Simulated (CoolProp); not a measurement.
Vapour-liquid equilibrium of R125 (1) + R115 (2) at 215.4 K; x and y are mole fractions of (1).

Values from CoolProp's multi-fluid Helmholtz-energy mixture model, Lemmon 2005 and Lemmon 2016; pair parameters Bell 2016.

```csv
x,"bubble pressure, mixture model (MPa)","bubble pressure, Raoult's law (MPa)","y, mixture model","y, Raoult's law"
0.05,___,0.04174,0.137,0.074
0.2,0.05416,0.04486,0.375,0.274
0.35,0.05956,0.04798,0.507,0.449
0.5,___,0.05110,0.602,0.602
0.65,0.06448,0.05422,___,0.737
0.8,___,0.05733,___,0.858
0.95,0.06291,0.06045,0.931,0.966
```

Task: Fill in the missing entries.

Result: 
- 0.05, bubble pressure, mixture model (MPa): 0.04501
- 0.5, bubble pressure, mixture model (MPa): 0.06276
- 0.65, y, mixture model: 0.688
- 0.8, bubble pressure, mixture model (MPa): 0.06478
- 0.8, y, mixture model: 0.787

The largest gap from Raoult's law is +24.1 % in bubble pressure, at x = 0.35. y crosses x between x = 0.65 and 0.8: the model has an azeotrope there.

The pair parameters rest on a limited set of measurements; away from them the model extrapolates.
